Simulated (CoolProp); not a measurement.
A simple Rankine cycle with n-pentane: condensing at 322.15 K, boiler at 1.99 MPa, turbine inlet 586.2 K, turbine efficiency 0.65, pump efficiency 0.7, no recuperator. Each further row changes one setting.

Model: reference Helmholtz-energy equation of state, Thol 2019, in CoolProp.

| case | thermal efficiency (%) | net work (kJ/kg) | heat in (kJ/kg) | turbine exit temperature (K) | volume ratio over the turbine |
|---|---|---|---|---|---|
| as stated | 10.3 | 97.1 | 941 | 541.4 | 13.0 |
| turbine inlet 606.2 K | 10.1 | 101 | 1000 | 561.6 | 12.9 |
| condensing temperature 314.15 K | 11.1 | 107 | 960 | 537.6 | 16.7 |
| boiler pressure 1.39 MPa | 9.1 | 86.1 | 950 | 548.9 | 8.94 |
| turbine efficiency 0.55 | 8.7 | 81.5 | 941 | 547.2 | 13.2 |
